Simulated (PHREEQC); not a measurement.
A solution holds 0.19 mol H2SO4, 0.00011 mol Al2(SO4)3 and 0.14 mol MgSO4 per kg of water, at 25 °C. Closed to the air; pH follows from the charge balance.

Equilibrium calculation in PHREEQC: ion-association model, phreeqc.dat.

```tsv
quantity	before	after
pH	0.89	1.07
ionic strength (mol/kgw)	0.465	0.615
HSO4- (mol/kgw)	0.211	0.194
SO4-2 (mol/kgw)	0.0582	0.0921
Al(SO4)2- (mol/kgw)	5.33e-5	7.07e-5
Al+3 (mol/kgw)	2.58e-5	1.86e-5
SI of Gibbsite (Al(OH)3)	-11.08	-10.73
```

### Question
Which change was made?
A) 0.0039 mol/kgw Ca(OH)2 added
B) MgSO4 replaced by Fe2(SO4)3 at the same molality
C) 0.26 mol/kgw LiBr added
D) H2SO4 from 0.19 to 0.095 mol/kgw

### Answer
B, MgSO4 replaced by Fe2(SO4)3 at the same molality

This is a speciation only: nothing precipitates in the calculation. Some of these states are supersaturated (in Hematite (slow to form), Goethite (slow to form), for instance).
